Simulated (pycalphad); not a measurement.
Computed with pycalphad from the COST 507 light-alloy database (1999), at 1 atm. These are 1990s assessments: newer ones move some temperatures and phases. Amounts are mole fractions of atoms. Kinetics are ignored, which matters at the lower temperatures.

**Question.** Give the equilibrium state of Ti-68.7C (at.%) at 1600 K.

**Answer.** 
```
T = 1600.00 K, P = 101325 Pa, N = 1 mol of atoms
G = -102266 J/mol, H = -28894 J/mol, S = 45.86 J/(mol K)  (SER reference)
chemical potentials (J/mol): Ti -259222, C -30755
phase             fraction      x(Ti)       x(C)
FCC_A1              0.6147     0.5092     0.4908
GRAPHITE            0.3853       none     1.0000
```

**Question.** Give the equilibrium state of Ti-68.7C (at.%) at 3300 K.

**Answer.** 
```
T = 3300.00 K, P = 101325 Pa, N = 1 mol of atoms
G = -207815 J/mol, H = 123573 J/mol, S = 100.42 J/(mol K)  (SER reference)
chemical potentials (J/mol): Ti -426845, C -108024
phase             fraction      x(Ti)       x(C)
LIQUID              0.9980     0.3136     0.6864
GRAPHITE            0.0020       none     1.0000
```

FCC_A1 is fcc. An entry "none" or "no" means that the model of the phase leaves that element out. The fcc model also describes the rock-salt carbide or nitride (TiC, TiN, HfC).
